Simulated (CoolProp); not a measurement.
Vapour-liquid equilibrium of octamethyltrisiloxane (MDM) (1) + octamethylcyclotetrasiloxane (D4) (2) at 0.686 bar; x and y are mole fractions of (1).

Model: multi-fluid Helmholtz-energy mixture model, Thol 2017 and Thol 2015; pair parameters Bell 2016, in CoolProp.

Question: Give the bubble temperature and the first vapour's composition at x = 0.125, 0.65, 0.875. Is there an azeotrope?

Answer: x = 0.125: 430.2 K, y = 0.209; x = 0.65: 417.9 K, y = 0.770; x = 0.875: 413.6 K, y = 0.928. No azeotrope shows between x = 0.05 and 0.95.

The pair parameters rest on a limited set of measurements; away from them the model extrapolates.
